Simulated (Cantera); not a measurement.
Input: 1 mol MgCO3, 0.34 mol SO2, 0.056 mol H2O, held at 1.00 bar.

Equilibrium computed with Cantera from the NASA thermochemical tables; the gas is ideal and each condensed phase is pure. Candidate condensed phases: C, C6H6, C7H8, C8H18, H2O, H2SO4, Mg, MgCO3, MgO, Mg(OH)2, MgS, MgSO4, S; 130 gas species. Gases not in the tables: S3 to S7. Rates play no part.

x: gas mole fraction; n: condensed amount in mol.

```csv
T (K),x CO2,x SO2,x H2O,x H2S,x S8,x S2,n MgCO3(s),n MgSO4(s),n MgO(s)
623,0.774,0.00118,0.122,0.0641,0.0359,0.00158,0.767,0.233,0
723,0.903,0.0238,0.0382,0.0125,0.00577,0.0146,0,0.214,0.786
823,0.723,0.235,0.0401,0.000424,1.19e-10,0.00131,0,0.0103,0.990
923,0.716,0.244,0.0401,2.85e-8,<1e-12,5.99e-9,0,0,1.000
1023,0.716,0.244,0.0401,7.68e-11,<1e-12,3.33e-12,0,0,1.00
1123,0.716,0.244,0.0401,4.71e-11,<1e-12,2.38e-12,0,0,1.00
1223,0.716,0.244,0.0401,3.25e-11,<1e-12,1.88e-12,0,0,1.00
1323,0.716,0.243,0.0401,2.91e-11,<1e-12,2.02e-12,0,0,1.00
1423,0.716,0.243,0.0401,[?],<1e-12,[?],0,0,1.00
1523,0.716,0.243,0.0401,1.10e-10,<1e-12,1.66e-11,0,0,1.00
1623,0.715,0.243,0.0401,[?],<1e-12,[?],0,0,1.00
1723,0.714,0.243,0.0400,7.99e-10,<1e-12,3.03e-10,0,0,1.00
1823,0.711,0.243,0.0399,1.97e-9,<1e-12,1.12e-9,0,0,1.00
1923,0.706,0.242,0.0397,4.48e-9,<1e-12,3.69e-9,0,0,1.000
```

Q: What belongs in the gaps?

A: 
- 1423, x H2S: 4.52e-11
- 1423, x S2: 4.36e-12
- 1623, x H2S: 3.01e-10
- 1623, x S2: 7.32e-11
